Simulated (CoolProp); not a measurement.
Sulfur dioxide at several states: density (kg/m³) from the reference equation and from simpler models built on Tc = 430.6 K, pc = 7.887 MPa, ω = 0.256; each cubic takes its own stable root.

Computed with CoolProp (reference Helmholtz-energy equation of state, Gao 2016).

```csv
T (K),p (MPa),phase,reference
341.5,0.246,gas,5.693
204,0.135,liquid,1612
270,20.6,liquid,1475
342.1,0.171,gas,3.919
```

Problem. How far does each simpler model (van der Waals, Redlich-Kwong, Soave-Redlich-Kwong) lie from the reference over these 4 states: mean and median of the absolute difference, and the worst?

Solution. 
- van der Waals: mean 35.0 %, median 19.9 %, worst -99.7 % at 204 K and 0.135 MPa
- Redlich-Kwong: mean 6.6 %, median 6.4 %, worst -13.4 % at 204 K and 0.135 MPa
- Soave-Redlich-Kwong: mean 5.6 %, median 5.2 %, worst -11.8 % at 204 K and 0.135 MPa

At some of these states van der Waals gives the other phase, because its saturation line lies elsewhere.
